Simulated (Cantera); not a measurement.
Input (Python, Cantera):

```python
import numpy as np
import cantera as ct

gas = ct.Solution("gri30.yaml")
gas.TPX = 1073, 39000, {'H2': 1.3, 'O2': 1, 'N2': 3.7}
reactor = ct.IdealGasConstPressureReactor(gas, energy="off", clone=False)
net = ct.ReactorNet([reactor])
net.rtol, net.atol = 1e-08, 1e-18
show = ['H2', 'O2', 'NO2', 'H2O', 'N2O']
times = np.geomspace(5e-06, 80, 14)

steps = ct.SolutionArray(gas, extra=["t"])
rows = []
print(f"{'t/s':>10s}{'T/K':>9s}{'P/Pa':>11s}" + "".join(f"{s:>11s}" for s in show))
for t in times:
    while net.time < t:
        t_next = net.step()
        steps.append(gas.state, t=t_next)
    rows.append([np.interp(t, steps.t, y) for y in (steps.T, steps.P, *steps(*show).X.T)])
    print(f"{t:10.3e}{rows[-1][0]:9.1f}{rows[-1][1]:11.4g}" + "".join(f"{x:11.3e}" for x in rows[-1][2:]))
rate = np.gradient(steps.T, steps.t)
print("integrator steps:", len(steps.t))
if steps.T.max() > steps.T[0] + 200:
    print(f"time of steepest temperature rise: {steps.t[rate.argmax()]:.4e} s")
gas.TPX = 1073, 39000, {'H2': 1.3, 'O2': 1, 'N2': 3.7}
gas.equilibrate("TP")
print(f"equilibrium (TP): T = {gas.T:.1f} K  " + "  ".join(f"{s} {gas[s].X[0]:.3e}" for s in show))
```

Result:

```
       t/s      T/K       P/Pa         H2         O2        NO2        H2O        N2O
 5.000e-06   1073.0    3.9e+04  2.167e-01  1.667e-01  4.303e-32  5.052e-11  2.108e-18
 1.791e-05   1073.0    3.9e+04  2.167e-01  1.667e-01  2.726e-29  1.267e-09  5.270e-17
 6.416e-05   1073.0    3.9e+04  2.167e-01  1.667e-01  5.728e-25  1.112e-07  4.610e-15
 2.299e-04   1073.0    3.9e+04  1.737e-01  1.485e-01  4.685e-12  3.358e-02  1.284e-09
 8.234e-04   1073.0    3.9e+04  2.550e-03  6.644e-02  1.190e-08  2.398e-01  3.002e-08
 2.950e-03   1073.0    3.9e+04  5.113e-04  6.562e-02  9.914e-08  2.424e-01  3.465e-08
 1.057e-02   1073.0    3.9e+04  9.069e-05  6.545e-02  2.645e-07  2.429e-01  3.643e-08
 3.785e-02   1073.0    3.9e+04  6.900e-06  6.542e-02  2.890e-07  2.430e-01  3.711e-08
 1.356e-01   1073.0    3.9e+04  1.366e-07  6.542e-02  1.120e-07  2.430e-01  3.738e-08
 4.858e-01   1073.0    3.9e+04  1.067e-08  6.542e-02  2.629e-08  2.430e-01  3.741e-08
 1.740e+00   1073.0    3.9e+04  2.918e-09  6.542e-02  1.349e-08  2.430e-01  3.684e-08
 6.234e+00   1073.0    3.9e+04  1.210e-09  6.542e-02  1.890e-08  2.430e-01  3.435e-08
 2.233e+01   1073.0    3.9e+04  1.023e-09  6.542e-02  2.670e-08  2.430e-01  2.643e-08
 8.000e+01   1073.0    3.9e+04  1.020e-09  6.542e-02  2.717e-08  2.430e-01  1.076e-08
integrator steps: 1905
equilibrium (TP): T = 1073.0 K  H2 1.019e-09  O2 6.540e-02  NO2 4.045e-07  H2O 2.430e-01  N2O 1.562e-09
```

Detailed kinetics in Cantera: GRI-Mech 3.0 (53 species, 325 reactions). The temperature is held fixed by assumption; the heat of reaction is taken as removed at once.
